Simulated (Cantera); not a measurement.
A closed system holds: 1 mol Si, 2.3 mol Cl2, 15 mol H2, 0.75 mol HCl, equilibrated at 1425 K and 0.100 bar.

Method: chemical equilibrium by Gibbs-energy minimisation in Cantera with the NASA 1993 tables (ideal gas, pure condensed phases). Candidate condensed phases: Si; 19 gas species. The tables' values for SiCl3 are old estimates; treat these amounts as uncertain. Rates play no part.

Base state: H2 0.783, HCl 0.161, SiCl2 0.0363, SiCl3 0.00863, SiCl4 0.00808, SiHCl3 0.00308, SiH2Cl2 0.000179, H 1.91e-5 (mole fractions); condensed: gas only.

**Question.** What changes in the equilibrium state with this change: HCl from 0.75 to 2.2 mol?

**Answer.** 
| species | before | after |
|---|---|---|
| H2 | 0.783 | 0.733 |
| HCl | 0.161 | 0.215 |
| SiCl2 | 0.0363 | 0.0279 |
| SiCl4 | 0.00808 | 0.0119 |
| SiH2Cl2 | 0.000179 | 0.000129 |
| SiCl3 | 0.00863 | 0.00919 |
| H | 1.91e-5 | 1.85e-5 |
| SiHCl3 | 0.00308 | 0.00317 |
